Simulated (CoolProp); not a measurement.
Fluorine along the isotherm -118.35 °C: density (kg/m³) from the reference equation and from simpler models built on Tc = -128.7 °C, pc = 5.240 MPa, ω = 0.045; each cubic takes its own stable root.

Values from CoolProp's reference Helmholtz-energy equation of state, de Reuck 1990.

```csv
p (MPa),phase,reference,ideal gas,Redlich-Kwong,Soave-Redlich-Kwong,Peng-Robinson
0.262,gas,7.838,7.735,7.845,7.844,7.858
0.524,gas,(withheld),15.47,15.92,15.92,15.98
0.786,gas,(withheld),23.20,24.24,24.23,(withheld)
1.05,gas,32.81,31.00,32.89,32.88,33.13
1.31,gas,41.57,(withheld),41.70,41.68,42.07
1.57,gas,50.64,46.35,50.80,50.77,51.36
1.83,gas,60.03,54.02,60.24,60.19,61.01
2.1,gas,(withheld),62.00,70.42,70.35,71.46
2.36,gas,80.29,69.67,80.61,80.52,81.96
2.62,gas,90.86,77.35,91.24,91.12,92.95
```

Question: Complete the blanks.

Answer: 
- 0.524, reference: 15.90
- 0.786, reference: 24.19
- 0.786, Peng-Robinson: 24.37
- 1.31, ideal gas: 38.67
- 2.1, reference: 70.15
